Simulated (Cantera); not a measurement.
Charge: 1 mol SiH₂Cl₂, 15 mol NH₃, 1.7 mol N₂, equilibrated at 6.10 mbar.

Equilibrium computed with Cantera from the NASA thermochemical tables; the gas is ideal and each condensed phase is pure. Candidate condensed phases: NH₄Cl, Si, Si₃N₄; 28 gas species. Gases not in the tables: Si₂H₆ and higher silanes. The numbers say what is thermodynamically allowed, not how fast it happens.

### Question
Which condensed phases are stable at each of these points (T (K)): 1373, 1423, 1473, 1523, 1573, 1623, 1673, 1723?

### Answer
```
T (K)  condensed phases  Si condensed (%)
-----  ----------------  ----------------
1373           Si₃N₄(s)              99.2
1423           Si₃N₄(s)              98.2
1473           Si₃N₄(s)              96.4
1523           Si₃N₄(s)              93.4
1573           Si₃N₄(s)              88.6
1623           Si₃N₄(s)              82.1
1673           Si₃N₄(s)              74.1
1723              Si(l)              69.2
```

From 1373 K to 1673 K the condensed part is Si₃N₄(s). At 1723 K the condensed part is Si(l).
